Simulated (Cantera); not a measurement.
## Silicon etching in halogen gases: Si + NF3

Input: 1 mol Si, a varied amount of NF3, held at 500 °C and 1.00 bar.

These are equilibrium values from Cantera (NASA tables, ideal gas, pure condensed phases), not measurements of a reactor. Candidate condensed phases: Si, Si3N4; 16 gas species. Kinetics and transport are ignored.

```
n(NF3) (mol)  log p SiF4  log p NF3  log p N2  log p F2  n Si(s)  n Si3N4(s)
------------  ----------  ---------  --------  --------  -------  ----------
0.57                0.00       <-12      <-12      <-12    0.145       0.142
0.69               -0.02       <-12     -1.37      <-12        0       0.161
0.85               -0.11       <-12     -0.65      <-12        0       0.121
1                  -0.16       <-12     -0.51      <-12        0      0.0833
1.3                -0.22       <-12     -0.40      <-12        0     0.00833
1.6                -0.30      -0.94     -0.46     -1.54        0           0
1.9                -0.36      -0.67     -0.52     -1.34        0           0
2.3                -0.44      -0.51     -0.58     -1.21        0           0
2.8                -0.52      -0.41     -0.64     -1.12        0           0
3.5                -0.61      -0.33     -0.71     -1.05        0           0
4.3                -0.70      -0.28     -0.77     -1.00        0           0
5.2                -0.78      -0.24     -0.83     -0.95        0           0
```
log p: log10 of the partial pressure in bar; n: condensed amount in mol.

At 0.57 mol NF3 the condensed part is Si(s) + Si3N4(s). From 0.69 mol NF3 to 1.3 mol NF3 the condensed part is Si3N4(s). From 1.6 mol NF3 to 5.2 mol NF3 nothing is condensed. The main Si-bearing gas is SiF4 throughout.
